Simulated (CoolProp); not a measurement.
Vapour-liquid equilibrium of ethane (1) + hydrogen chloride (2) at 478 kPa; x and y are mole fractions of (1).

The numbers come from the multi-fluid Helmholtz-energy mixture model, Bücker 2006 and Thol 2018; pair parameters Bell 2016 in CoolProp.

| x | bubble temperature (K) | y at the bubble point | dew temperature at overall composition x (K) | liquid density (mol/L) |
|---|---|---|---|---|
| 0.05 | 217.4 | 0.157 | 219.7 | 29.20 |
| 0.125 | 214.5 | 0.292 | 218.1 | 27.73 |
| 0.2 | 212.9 | 0.368 | 216.5 | 26.32 |
| 0.275 | 212.1 | 0.416 | 214.8 | 25.00 |
| 0.35 | 211.6 | 0.450 | 213.3 | 23.78 |
| 0.425 | 211.4 | 0.478 | 211.9 | 22.67 |
| 0.5 | 211.3 | 0.505 | 211.3 | 21.66 |
| 0.575 | 211.4 | 0.534 | 211.7 | 20.74 |
| 0.65 | 211.6 | 0.569 | 212.6 | 19.89 |
| 0.725 | 212.1 | 0.613 | 213.9 | 19.11 |
| 0.8 | 213.0 | 0.672 | 215.3 | 18.38 |
| 0.875 | 214.5 | 0.756 | 216.8 | 17.68 |
| 0.95 | 216.9 | 0.881 | 218.2 | 17.00 |

y crosses x between x = 0.5 and 0.575: the model has an azeotrope there.

The pair parameters rest on a limited set of measurements; away from them the model extrapolates.
